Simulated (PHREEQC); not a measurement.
Make-up at 25 °C: 0.0077 mol FeSO4 and 0.0045 mol NaHCO3 per kg of water. Closed to the air; pH follows from the charge balance.

Equilibrium calculation in PHREEQC: ion-association model, wateq4f.dat.

```csv
quantity,before,after
pH,7.40,7.26
ionic strength (mol/kgw),0.0262,0.0262
```

### Question
What was changed between the two runs?
A) 8.3e-05 mol/kgw H3PO4 added
B) NaHCO3 left out
C) NaHCO3 from 0.0045 to 0.00675 mol/kgw
D) diluted 10-fold with water
E) temperature from 25 to 85 °C

### Answer
A, 8.3e-05 mol/kgw H3PO4 added

Precipitation was switched off in this run. Some of these states are supersaturated (in Siderite, Vivianite, for instance). H3PO4, which wateq4f.dat lacks, is added to it with the constant of phreeqc.dat.
